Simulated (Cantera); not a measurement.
A Cantera script and what it prints.

```python
import numpy as np
import cantera as ct

gas_names = """
    B BH BH2 BH3 BN BO BO2 B2 B2O B2O2 B2O3 B3O3H3 H HBO HBO2 HNO HNO2 HNO3 HO2 H2 H2O H2O2 H3B3O6 N NH
    NH2 NH3 NH2OH NO NO2 NO3 N2 N2H2 N2H4 N2O O OH O2 O3
""".split()
cond_names = """
    B(b) B(L) BN(s) B2O3(L) B3O3H3(cr) H2O(s) H2O(L)
""".split()


# ... load() reads the species with a 1 bar reference pressure and builds the phases ...
atoms = {
    'borazine': {'B': 3, 'N': 3, 'H': 6},
    'H2O': {'H': 2, 'O': 1},
    'N2': {'N': 2},
}
top_T = {'BN(s)': 3200}  # K; cautious upper limits of use, not melting points


# ... equilibrate(T, P, feed) seeds the gas with the atoms and calls Mixture.equilibrate('TP', solver="vcs", rtol=1e-11, max_steps=5000) ...
results = []
feed = {'borazine': 1, 'H2O': 1.9, 'N2': 0.22}  # mol
T = 1648  # K
P = 74  # Pa
mix = equilibrate(T, P, feed)
results.append((T, P, feed, dict(zip(mix.species_names, mix.species_moles))))
print(gas.report(threshold=0.0001))
for i in range(1, mix.n_phases):
    print(f"{mix.phase(i).name:16s} {mix.phase_moles(i):12.5e} mol")
```

Result:

```
       temperature   1648 K
          pressure   74 Pa
           density   6.8815e-05 kg/m^3
  mean mol. weight   12.742 kg/kmol
   phase of matter   gas

                          1 kg             1 kmol
                     ---------------   ---------------
          enthalpy       -1.3947e+06       -1.7772e+07  J
   internal energy         -2.47e+06       -3.1474e+07  J
           entropy             22400        2.8542e+05  J/K
    Gibbs function       -3.8309e+07       -4.8815e+08  J
 heat capacity c_p            3126.2             39835  J/K
 heat capacity c_v            2473.7             31520  J/K

                      mass frac. Y      mole frac. X     chem. pot. / RT
                     ---------------   ---------------   ---------------
                BO          0.012523         0.0059521           -40.144
              B2O2           0.15834           0.03763           -80.288
              B2O3           0.20557          0.037627           -114.49
                 H        0.00021453         0.0027119           -13.233
               HBO           0.15414          0.070607           -53.377
              HBO2          0.029595         0.0086065           -87.582
                H2           0.10858           0.68626           -26.467
               H2O         0.0001488        0.00010525           -60.671
                N2           0.33087            0.1505           -35.409
     [  +30 minor]        1.3444e-05        4.6388e-06

B(b)              0.00000e+00 mol
BN(s)             1.41218e+00 mol
B2O3(L)           0.00000e+00 mol
B3O3H3(cr)        0.00000e+00 mol
```

These are equilibrium values from Cantera (NASA tables, ideal gas, pure condensed phases), not measurements of a reactor. The feed counts by its element totals alone.
